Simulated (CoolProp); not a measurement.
Computed with CoolProp (reference Helmholtz-energy equation of state, Zhou 2011).

Question: For dimethyl carbonate, give the phase and the Z, cv (kJ/(kg K)), expansivity (1/kK), fugacity coefficient at 288.65 °C and 27.3 MPa.

Answer: 
- 288.65 °C and 27.3 MPa: supercritical; Z 0.702, cv 1.81, expansivity 1.99, fugacity coefficient 0.234
